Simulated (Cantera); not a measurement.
Cantera run, input and output.

```python
import numpy as np
import cantera as ct

gas = ct.Solution("h2o2.yaml")
gas.TPX = 1100, 220, {'H2': 0.18, 'O2': 1, 'N2': 1.4}
reactor = ct.IdealGasConstPressureReactor(gas, energy="off", clone=False)
net = ct.ReactorNet([reactor])
net.rtol, net.atol = 1e-08, 1e-18
show = ['H2', 'O2', 'HO2', 'H', 'OH', 'H2O', 'H2O2']
times = np.geomspace(3e-06, 1, 12)

steps = ct.SolutionArray(gas, extra=["t"])
rows = []
print(f"{'t/s':>10s}{'T/K':>9s}{'P/Pa':>11s}" + "".join(f"{s:>11s}" for s in show))
for t in times:
    while net.time < t:
        t_next = net.step()
        steps.append(gas.state, t=t_next)
    rows.append([np.interp(t, steps.t, y) for y in (steps.T, steps.P, *steps(*show).X.T)])
    print(f"{t:10.3e}{rows[-1][0]:9.1f}{rows[-1][1]:11.4g}" + "".join(f"{x:11.3e}" for x in rows[-1][2:]))
rate = np.gradient(steps.T, steps.t)
print("integrator steps:", len(steps.t))
if steps.T.max() > steps.T[0] + 200:
    print(f"time of steepest temperature rise: {steps.t[rate.argmax()]:.4e} s")
gas.TPX = 1100, 220, {'H2': 0.18, 'O2': 1, 'N2': 1.4}
gas.equilibrate("TP")
print(f"equilibrium (TP): T = {gas.T:.1f} K  " + "  ".join(f"{s} {gas[s].X[0]:.3e}" for s in show))
```

Output:

```
       t/s      T/K       P/Pa         H2         O2        HO2          H         OH        H2O       H2O2
 3.000e-06   1100.0        220  6.977e-02  3.876e-01  1.558e-12  1.556e-12  2.210e-15  7.844e-18  8.650e-19
 9.532e-06   1100.0        220  6.977e-02  3.876e-01  4.950e-12  4.928e-12  2.167e-14  2.097e-16  8.542e-18
 3.029e-05   1100.0        220  6.977e-02  3.876e-01  1.573e-11  1.552e-11  2.150e-13  6.550e-15  8.667e-17
 9.624e-05   1100.0        220  6.977e-02  3.876e-01  4.998e-11  4.804e-11  2.021e-12  1.973e-13  8.719e-16
 3.058e-04   1100.0        220  6.977e-02  3.876e-01  1.588e-10  1.444e-10  1.686e-11  5.479e-12  8.816e-15
 9.717e-04   1100.0        220  6.977e-02  3.876e-01  5.047e-10  4.596e-10  1.146e-10  1.248e-10  8.862e-14
 3.087e-03   1100.0        220  6.977e-02  3.876e-01  1.605e-09  2.731e-09  9.744e-10  2.936e-09  8.935e-13
 9.810e-03   1100.0        220  6.977e-02  3.876e-01  5.419e-09  2.332e-07  8.900e-08  4.012e-07  9.136e-12
 3.117e-02   1100.0        220  2.058e-02  3.604e-01  4.793e-07  2.187e-02  3.975e-03  3.627e-02  3.234e-08
 9.905e-02   1100.0        220  2.328e-03  3.463e-01  4.907e-07  2.291e-02  2.480e-03  5.492e-02  1.109e-08
 3.147e-01   1100.0        220  2.038e-03  3.495e-01  4.962e-07  1.778e-02  2.330e-03  5.830e-02  1.225e-08
 1.000e+00   1100.0        220  1.280e-03  3.562e-01  4.899e-07  8.011e-03  1.862e-03  6.509e-02  1.516e-08
integrator steps: 775
equilibrium (TP): T = 1100.0 K  H2 3.382e-09  O2 3.655e-01  HO2 1.112e-09  H 3.227e-11  OH 3.076e-06  H2O 7.229e-02  H2O2 1.852e-11
```

Cantera simulation using the H2/O2 subset of GRI-Mech 3.0, which has no nitrogen chemistry; the numbers are that mechanism's predictions, not measurements. Radical loss at walls, strong at low pressure, is not modelled. The temperature is held fixed by assumption; the heat of reaction is taken as removed at once.
